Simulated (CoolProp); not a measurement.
Vapour-liquid equilibrium of R125 (1) + isobutane (2) at 228.1 K; x and y are mole fractions of (1).

The numbers come from the multi-fluid Helmholtz-energy mixture model, Lemmon 2005 and Bücker 2006; pair parameters Bell 2016 in CoolProp.

Task: Give the bubble pressure and the first vapour's composition at x = 0.2, 0.65, 0.875. Is there an azeotrope?

Result: x = 0.2: 91.27 kPa, y = 0.789; x = 0.65: 116.7 kPa, y = 0.857; x = 0.875: 119.6 kPa, y = 0.893. y crosses x between x = 0.875 and 0.95: the model has an azeotrope there.

The pair parameters rest on a limited set of measurements; away from them the model extrapolates. With so large a gap from Raoult's law the liquid may split in two, which this calculation doesn't test in full.
